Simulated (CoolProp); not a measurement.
Nitrous oxide at 293.15 K and 12.6 MPa is throttled through a valve to 2.36 MPa with no heat exchange. Each further row changes one setting.

The numbers come from the reference Helmholtz-energy equation of state, Lemmon 2006 in CoolProp. It is a short technical equation, of lower accuracy than the large ones.

| case | temperature change (K) | final phase | final density (kg/m³) |
|---|---|---|---|
| as stated | -30.5 | two-phase, vapour fraction 0.230 | 223 |
| outlet pressure 0.708 MPa | -67.7 | two-phase, vapour fraction 0.405 | 44.7 |
| outlet pressure 3.07 MPa | -20.7 | two-phase, vapour fraction 0.163 | 349 |
